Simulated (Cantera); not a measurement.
Input: 1 mol Ta2O5, 0.42 mol H2, held at 1725 °C and 4900 Pa.

Method: chemical equilibrium by Gibbs-energy minimisation in Cantera with the NASA 1993 tables (ideal gas, pure condensed phases). Mutual solubility and eutectic melting of coexisting phases are not modelled. Condensed phases not in the tables: N, O or C dissolved in the metal. Kinetics and transport are ignored.

| species | before | after |
|---|---|---|
| H2 | 0.991 | 0.999 |
| H | 0.00721 | 0.000410 |
| H2O | 0.00180 | 0.000280 |
| TaO2 | 2.07e-5 | 1.26e-8 |
| Ta(s), mol | 0.000301 | 0 |
| Ta2O5(s), mol | 1.000 | 1.000 |
Gas species are given as mole fractions.

**Question.** Name the change that produced these shifts.
(A) temperature from 1725 °C to 1377 °C
(B) pressure from 4900 Pa to 1300 Pa
(C) pressure from 4900 Pa to 270000 Pa
(D) temperature from 1725 °C to 1827 °C

**Answer.** A, temperature from 1725 °C to 1377 °C
